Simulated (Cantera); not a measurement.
Feed: 1 mol SiHCl₃, a varied amount of N₂, held at 1500 K and 10000 Pa.

Cantera equilibrium calculation (NASA polynomials, part measured and part estimated; ideal gas, pure solids and liquids). Candidate condensed phases: NH₄Cl, Si, Si₃N₄; 28 gas species. The tables' values for SiCl₃ are old estimates; treat these amounts as uncertain. Equilibrium is a limit: real reactors are often held back by kinetics, nucleation or transport.

x: gas mole fraction; n: condensed amount in mol.

```csv
n(N₂) (mol),x N₂,x HCl,x SiCl₄,x SiCl₂,x SiCl₃,x H₂,x SiHCl₃,n Si₃N₄(s)
8.5,0.839,0.0847,0.0340,0.0195,0.0144,0.00810,0.000336,0.109
11,0.871,0.0685,0.0260,0.0168,0.0117,0.00598,0.000235,0.107
13,0.888,0.0595,0.0218,0.0153,0.0102,0.00489,0.000185,0.106
16,0.907,___,___,___,0.00859,___,___,0.104
19,0.920,0.0427,0.0143,0.0122,0.00741,0.00308,0.000107,0.102
24,0.935,0.0346,0.0109,0.0106,0.00604,0.00230,7.51e-5,0.0988
29,0.946,0.0291,0.00872,0.00947,0.00510,0.00182,5.63e-5,0.0962
36,0.955,0.0239,0.00672,0.00829,0.00419,0.00138,4.04e-5,0.0930
44,0.963,___,___,___,0.00347,___,___,0.0898
55,0.970,0.0160,0.00396,0.00633,0.00281,0.000811,2.07e-5,0.0861
67,0.975,0.0133,0.00307,0.00557,0.00232,0.000632,1.51e-5,0.0826
```

**Question.** Fill in the missing entries.

**Answer.** 
- 16, x HCl: 0.0497
- 16, x SiCl₄: 0.0173
- 16, x SiCl₂: 0.0135
- 16, x H₂: 0.00380
- 16, x SiHCl₃: 0.000137
- 44, x HCl: 0.0198
- 44, x SiCl₄: 0.00525
- 44, x SiCl₂: 0.00730
- 44, x H₂: 0.00107
- 44, x SiHCl₃: 2.95e-5
